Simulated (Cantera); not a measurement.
Feed: 1 mol V2O3, 280 mol H2, held at 0.200 bar.

Equilibrium computed with Cantera from the NASA thermochemical tables; the gas is ideal and each condensed phase is pure. Candidate condensed phases: H2O, V, VO, V2O3, V2O4, V2O5; 12 gas species. Mutual solubility and eutectic melting of coexisting phases are not modelled. VO: taken at fixed stoichiometry. Condensed phases not in the tables: the oxides between V2O3 and V2O5 other than VO2. The numbers say what is thermodynamically allowed, not how fast it happens. All values below are at 752 °C.

Base state: H2 1.000, H2O 7.46e-5 (mole fractions); condensed: VO(s) + V2O3(s).

**Question.** What changes in the equilibrium state with this change: V2O3 replaced by PbO?

**Answer.** 
```csv
species,before,after
H2,1.000,0.996
H2O,7.46e-5,0.00357
Pb,0,0.000139
"VO(s), mol",0.0418,0
"V2O3(s), mol",0.979,0
"Pb(l), mol",0,0.961
```
Further candidate phases: Pb, PbO, PbO2, Pb3O4.
